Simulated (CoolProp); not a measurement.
Values from CoolProp's reference Helmholtz-energy equation of state, Gao 2022.

Task: For n-perfluoropentane, give the phase and the cp (kJ/(kg K)), speed of sound (m/s), isothermal compressibility (1/MPa), expansivity (1/kK) at 496.4 K and 3.87 MPa.

Result: 
- 496.4 K and 3.87 MPa: supercritical; cp 1.29, speed of sound 88.2, isothermal compressibility 0.374, expansivity 8.66
